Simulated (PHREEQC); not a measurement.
Make-up at 25 °C: 8.8 mmol/kgw NH3, 0.0043 mmol/kgw H4SiO4 and 100 mmol/kgw (CH3)4NCl. Closed to the air; pH follows from the charge balance.

Computed with PHREEQC (ion-association model, phreeqc.dat).

| quantity | before | after |
|---|---|---|
| pH | 10.59 | 9.08 |
| NH3 (mol/kgw) | 0.00828 | 0.00828 |
| NH4+ (mol/kgw) | 0.000517 | 0.000522 |
| H3SiO4- (mol/kgw) | 3.78e-6 | 2.20e-6 |
| H4SiO4 (mol/kgw) | 4.98e-7 | 2.10e-6 |
| H2SiO4-2 (mol/kgw) | 1.99e-8 | 6.04e-9 |
| SI of Quartz (SiO2) | -2.31 | -2.42 |

Q: Name the change that produced these shifts.
(A) temperature from 25 to 85 °C
(B) temperature from 25 to 20 °C
(C) NH3 from 0.0088 to 0.00792 mol/kgw
(D) diluted 5-fold with water
(E) (CH3)4NCl from 0.1 to 0.2 mol/kgw

A: A, temperature from 25 to 85 °C

Precipitation was switched off in this run. (CH3)4N+ isn't in the database: it is added as a free cation with an ion size of 4 Å. At this temperature some constants are extrapolated from 25 °C, and those without enthalpy data are left unchanged.
